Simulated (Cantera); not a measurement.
**BN + H2 (nitride etching)**

Input: 1 mol BN, 410 mol H2, equilibrated at 100 Torr.

These are equilibrium values from Cantera (NASA tables, ideal gas, pure condensed phases), not measurements of a reactor. Candidate condensed phases: B, BN; 15 gas species. Mutual solubility and eutectic melting of coexisting phases are not modelled. The tables' values for BH2 are old estimates; treat these amounts as uncertain. Gases not in the tables: B2H6 and higher boranes. Equilibrium is a limit: real reactors are often held back by kinetics, nucleation or transport.

From 975 °C to 1575 °C the condensed part is BN(s). At 1650 °C the condensed part is B(s) + BN(s).

```tsv
T (°C)	x H2	x H	x BH2	x N2	x BH3	x BH	x B	n BN(s)	n B(s)
975	1.000	1.28e-6	1.31e-8	1.32e-8	1.58e-8	<1e-12	<1e-12	1.000	0
1050	1.000	4.34e-6	7.09e-8	5.80e-8	4.88e-8	<1e-12	<1e-12	1.000	0
1125	1.000	1.30e-5	3.17e-7	2.22e-7	1.32e-7	1.09e-12	<1e-12	1.000	0
1200	1.000	3.46e-5	1.20e-6	7.54e-7	3.17e-7	1.19e-11	1.03e-12	0.999	0
1275	1.000	8.43e-5	3.95e-6	2.32e-6	6.92e-7	1.02e-10	1.43e-11	0.998	0
1350	1.000	0.000189	1.16e-5	6.48e-6	1.39e-6	7.13e-10	1.55e-10	0.995	0
1425	1.000	0.000396	3.07e-5	1.66e-5	2.62e-6	4.16e-9	1.35e-9	0.986	0
1500	0.999	0.000779	7.45e-5	3.96e-5	4.66e-6	2.09e-8	9.75e-9	0.968	0
1575	0.998	0.00145	0.000168	8.80e-5	7.88e-6	9.14e-8	5.98e-8	0.928	0
1650	0.997	0.00258	0.000294	0.000267	1.06e-5	2.95e-7	2.63e-7	0.781	0.0939
```
x: gas mole fraction; n: condensed amount in mol.
